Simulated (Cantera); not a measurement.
## Transport properties of process gases

Gas mixture: 100 % N2, at 0.0750 Torr, frozen composition.

Cantera's kinetic-theory transport with the Lennard-Jones parameters of GRI-Mech 3.0, ideal gas; thermal conductivity in the mixture-averaged form.

| T (K) | ρ (kg/m³) | cp (J/kg/K) | μ (µPa s) | λ (mW/m/K) | Pr | D (cm²/s) CH4 | D (cm²/s) CO2 | D (cm²/s) NO |
|---|---|---|---|---|---|---|---|---|
| 400 | 8.42e-5 | 1047 | 22.3 | 32.8 | 0.713 | 3780 | 2700 | 3430 |
| 550 | 6.13e-5 | 1065 | 27.9 | 42.1 | 0.706 | 6560 | 4740 | 5920 |
| 700 | 4.81e-5 | 1095 | 32.8 | 51.2 | 0.702 | 9890 | 7190 | 8890 |
| 850 | 3.96e-5 | 1134 | 37.3 | 60.0 | 0.705 | 13700 | 10000 | 12300 |
| 1000 | 3.37e-5 | 1169 | 41.5 | 68.6 | 0.708 | 18000 | 13200 | 16100 |
| 1150 | 2.93e-5 | 1195 | 45.5 | 76.9 | 0.707 | 22800 | 16700 | 20400 |
| 1300 | 2.59e-5 | 1218 | 49.2 | 84.8 | 0.706 | 27900 | 20500 | 25000 |
| 1450 | 2.32e-5 | 1237 | 52.8 | 92.6 | 0.706 | 33500 | 24600 | 29900 |
| 1600 | 2.11e-5 | 1253 | 56.3 | 100 | 0.705 | 39400 | 29000 | 35300 |
D: mixture-averaged diffusion coefficient of that species in the mixture.
